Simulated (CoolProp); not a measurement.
R404A along the isotherm -32.25 °C: density (kg/m³) from the reference equation and from simpler models built on Tc = 72.1 °C, pc = 37.35 bar, ω = 0.293; each cubic takes its own stable root.

Computed with CoolProp (reference Helmholtz-energy equation of state, Lemmon 2003). It is a pseudo-pure fit of the blend.

| p (bar) | phase | reference | van der Waals | Redlich-Kwong | Peng-Robinson |
|---|---|---|---|---|---|
| 4.67 | liquid | 1263 | 25.13 | 1054 | 1250 |
| 9.34 | liquid | 1265 | 728.0 | 1058 | 1252 |
| 14 | liquid | 1267 | 732.0 | 1061 | 1254 |
| 18.7 | liquid | 1268 | 735.8 | 1064 | 1256 |
| 23.3 | liquid | 1270 | 739.4 | 1067 | 1258 |
| 28 | liquid | 1271 | 742.8 | 1069 | 1260 |
| 32.7 | liquid | 1273 | 746.1 | 1072 | 1262 |
| 37.3 | liquid | 1274 | 749.2 | 1075 | 1264 |
| 42 | liquid | 1276 | 752.3 | 1078 | 1266 |
| 46.7 | liquid | 1278 | 755.2 | 1080 | 1268 |
| 51.4 | liquid | 1279 | 758.0 | 1083 | 1270 |
| 56 | liquid | 1280 | 760.7 | 1085 | 1272 |

At some of these states van der Waals gives the other phase, because its saturation line lies elsewhere.
